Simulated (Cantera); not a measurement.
An isothermal, constant-pressure homogeneous reactor starts with CH4 : CO2 = 1 : 0.84 (molar parts), at 2073 K and 7500 Torr.

Model: GRI-Mech 3.0 (53 species, 325 reactions), integrated in Cantera.

x: mole fraction; the columns are a selection and need not sum to one.

| t (s) | x CH4 | x CO2 | x C2H | x O | x CH2CO | x CH2O |
|---|---|---|---|---|---|---|
| 0.000200 | 0.0364 | 0.0825 | ___ | 1.04e-8 | 0.000177 | 1.61e-5 |
| 0.000632 | 0.0207 | 0.0366 | ___ | 1.02e-8 | 0.000130 | 7.03e-6 |
| 0.00200 | 0.0157 | 0.0214 | ___ | 6.95e-9 | 5.45e-5 | 2.73e-6 |
| 0.00632 | 0.0104 | 0.00932 | ___ | 3.63e-9 | 1.67e-5 | 1.26e-6 |
| 0.0200 | 0.00664 | 0.00253 | ___ | 1.13e-9 | 4.94e-6 | 9.81e-7 |
| 0.0632 | 0.00522 | 0.000208 | 5.38e-7 | 9.91e-11 | 2.52e-6 | 9.59e-7 |
| 0.200 | 0.00509 | 7.06e-6 | 5.21e-7 | 4.24e-12 | 2.35e-6 | 9.58e-7 |
| 0.632 | 0.00509 | 6.88e-6 | 5.21e-7 | 4.16e-12 | 2.35e-6 | 9.58e-7 |
| 2.00 | 0.00509 | 6.88e-6 | 5.21e-7 | 4.16e-12 | 2.35e-6 | 9.58e-7 |
| 6.32 | 0.00509 | 6.88e-6 | 5.21e-7 | 4.16e-12 | 2.35e-6 | 9.58e-7 |
| 20.0 | 0.00509 | 6.88e-6 | 5.21e-7 | 4.16e-12 | 2.35e-6 | 9.58e-7 |
| 63.2 | 0.00509 | 6.88e-6 | 5.21e-7 | 4.16e-12 | 2.35e-6 | 9.58e-7 |
| 200 | 0.00509 | 6.88e-6 | 5.21e-7 | 4.16e-12 | 2.35e-6 | 9.58e-7 |

### Question
Some entries are withheld; supply them.

### Answer

- 0.000200, x C2H: 5.37e-6
- 0.000632, x C2H: 4.35e-6
- 0.00200, x C2H: 2.59e-6
- 0.00632, x C2H: 1.36e-6
- 0.0200, x C2H: 7.40e-7
